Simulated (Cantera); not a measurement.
An adiabatic, constant-volume homogeneous reactor starts with CH₄ : O₂ : N₂ = 1 : 1.67 : 6.27 (molar parts), at 1423 K and 1.58 atm.

Model: GRI-Mech 3.0 (53 species, 325 reactions), integrated in Cantera.

Problem. Predict: time of steepest temperature rise; temperature at 0.400 s; equilibrium temperature; x(O₂) at 0.400 s; x(HO₂) at 0.400 s; x(OH) at 0.400 s.

Solution. 
```json
{
 "time_of_steepest_temperature_rise": "1.91 ms",
 "temperature at 0.400 s": "2956 K",
 "equilibrium_temperature": "2956 K",
 "x(O₂) at 0.400 s": "0.00815 (gas-phase equilibrium 0.00815)",
 "x(HO₂) at 0.400 s": "5.87e-6 (gas-phase equilibrium 5.87e-6)",
 "x(OH) at 0.400 s": "0.0195 (gas-phase equilibrium 0.0195)"
}
```
